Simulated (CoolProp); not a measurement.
A closed Brayton cycle with carbon dioxide: compressor inlet 307.15 K and 8.9 MPa, high pressure 29.8 MPa, turbine inlet 825 K, compressor efficiency 0.89, turbine efficiency 0.93, recuperator effectiveness 0 (on enthalpy, no pinch check). Each further row changes one setting.

The numbers come from the reference Helmholtz-energy equation of state, Span 1996 in CoolProp.

| case | thermal efficiency (%) | net work (kJ/kg) | compressor to turbine work | compressor exit (K) | turbine exit (K) |
|---|---|---|---|---|---|
| as stated | 18.4 | 130 | 0.19 | 341.1 | 676.8 |
| turbine inlet 775 K | 18.4 | 118 | 0.21 | 341.1 | 632.1 |
| compressor inlet 317.15 K | 18.8 | 112 | 0.31 | 395.9 | 676.8 |
| high pressure 25.3 MPa | 16.3 | 116 | 0.18 | 335.5 | 696.2 |
| recuperator effectiveness 0.5 | 25.9 | 130 | 0.19 | 341.1 | 676.8 |
